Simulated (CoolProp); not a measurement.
A single-stage vapour-compression cycle with CH2F2 (R32): evaporating at 261.15 K (dew point), condensing at 290.15 K (bubble point), superheat 2 K, subcooling 0 K, compressor efficiency 0.65, no pressure losses. Each further row changes one setting.

The numbers come from the reference Helmholtz-energy equation of state, Tillner-Roth 1997 in CoolProp.

```tsv
case	cooling COP	pressure ratio	discharge temperature (K)	refrigerating effect (kJ/kg)	volumetric capacity (kJ/m³)
as stated	[?]	2.50	335.2	284	4160
evaporating temperature 266.15 K	[?]	2.10	[?]	[?]	4950
condensing temperature 285.15 K	[?]	2.16	323.2	293	4290
subcooling 5 K	[?]	2.50	335.2	293	4290
superheat 12 K	4.91	2.50	[?]	295	4070
compressor efficiency 0.55	4.24	2.50	[?]	284	4160
```

Task: Some entries are withheld; supply them.

Result: 
- as stated, cooling COP: 5.02
- evaporating temperature 266.15 K, cooling COP: 6.30
- evaporating temperature 266.15 K, discharge temperature (K): 326.2
- evaporating temperature 266.15 K, refrigerating effect (kJ/kg): 286
- condensing temperature 285.15 K, cooling COP: 6.22
- subcooling 5 K, cooling COP: 5.18
- superheat 12 K, discharge temperature (K): 348.1
- compressor efficiency 0.55, discharge temperature (K): 344.7
